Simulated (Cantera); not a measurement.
Input: 1 mol SiF4, 13 mol NO, a varied amount of N2, held at 948 K and 110 Pa.

Method: chemical equilibrium by Gibbs-energy minimisation in Cantera with the NASA 1993 tables (ideal gas, pure condensed phases). Candidate condensed phases: Si, SiO2, Si2N2O, Si3N4; 28 gas species. Rates play no part.

Problem. At 11 mol N2, list the 4 most abundant gas species with their mole fractions, and the condensed phases.

Solution. N2 0.700, O2 0.260, SiF4 0.0400, NO 1.79e-5. Condensed: gas only.
